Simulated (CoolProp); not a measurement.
CH2F2 (R32) along the isotherm 196.6 K: density (kg/m³) from the reference equation and from simpler models built on Tc = 351.3 K, pc = 57.83 bar, ω = 0.277; each cubic takes its own stable root.

The numbers come from the reference Helmholtz-energy equation of state, Tillner-Roth 1997 in CoolProp.

| p (bar) | phase | reference |
|---|---|---|
| 0.457 | liquid | 1280 |
| 0.712 | liquid | 1280 |
| 1.11 | liquid | 1280 |
| 1.73 | liquid | 1280 |
| 2.69 | liquid | 1280 |
| 4.18 | liquid | 1280 |
| 6.51 | liquid | 1280 |
| 10.1 | liquid | 1281 |
| 15.8 | liquid | 1282 |
| 24.6 | liquid | 1283 |
| 38.3 | liquid | 1284 |
| 59.6 | liquid | 1287 |
| 92.8 | liquid | 1291 |
| 145 | liquid | 1298 |

How far does each simpler model (Soave-Redlich-Kwong, Peng-Robinson) lie from the reference over these 14 states: mean and median of the absolute difference, and the worst?


- Soave-Redlich-Kwong: mean 22.4 %, median 22.5 %, worst -22.5 % at 196.6 K and 0.457 bar
- Peng-Robinson: mean 12.7 %, median 12.7 %, worst -12.8 % at 196.6 K and 145 bar
